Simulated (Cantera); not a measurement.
A closed system holds: 1 mol SiCl4, 2.2 mol HCl, 0.28 mol H2, equilibrated at 9.20 bar.

Equilibrium computed with Cantera from the NASA thermochemical tables; the gas is ideal and each condensed phase is pure. Candidate condensed phases: Si; 19 gas species. The tables' values for SiCl3 are old estimates; treat these amounts as uncertain. Rates play no part. All values below are at 1075 K.

Base state: HCl 0.633, SiCl4 0.287, H2 0.0800, SiHCl3 0.000451, SiCl3 2.24e-5 (mole fractions); condensed: gas only.

Task: What changes in the equilibrium state with this change: H2 from 0.28 to 17 mol?

Result: 
| species | before | after |
|---|---|---|
| H2 | 0.0800 | 0.837 |
| HCl | 0.633 | 0.113 |
| SiCl4 | 0.287 | 0.0452 |
| SiH2Cl2 | 8.28e-8 | 4.47e-5 |
| SiHCl3 | 0.000451 | 0.00416 |
| SiCl3 | 2.24e-5 | 6.38e-5 |
